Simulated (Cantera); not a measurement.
MgF2 + O2 + N2 (halide evaporation, hydrolysis and transport)

Input: 1 mol MgF2, a varied amount of O2, 0.22 mol N2, equilibrated at 2.10 Pa.

Method: chemical equilibrium by Gibbs-energy minimisation in Cantera with the NASA 1993 tables (ideal gas, pure condensed phases). Candidate condensed phases: Mg, MgF2, MgO; 24 gas species. The numbers say what is thermodynamically allowed, not how fast it happens.

Task: Map the stable condensed phases over T = 1373, 1423, 1473, 1523, 1573, 1623, 1673, 1723, 1773, 1823, 1873, 1923, 1973, 2023 K and n(O2) in mol = 0.087, 0.13, 0.18, 0.23, 0.27, 0.32, 0.37.

Result: 
```
T in K \ n(O2) in mol
         0.087  0.13  0.18  0.23  0.27  0.32  0.37
   2023      A     A     A     A     A     A     A
   1973      A     A     A     A     A     A     A
   1923      A     A     A     A     A     A     A
   1873      A     A     A     A     A     A     A
   1823      A     A     A     A     A     A     A
   1773      A     A     A     A     A     A     A
   1723      A     A     A     A     A     A     A
   1673      A     A     A     A     A     A     A
   1623      A     A     A     A     A     A     A
   1573      A     B     B     B     B     B     B
   1523      B     B     B     B     B     B     B
   1473      B     B     B     B     A     A     A
   1423      C     C     C     C     C     C     C
   1373      C     C     C     C     C     C     C
```
A: gas only; B: MgO; C: MgF2.
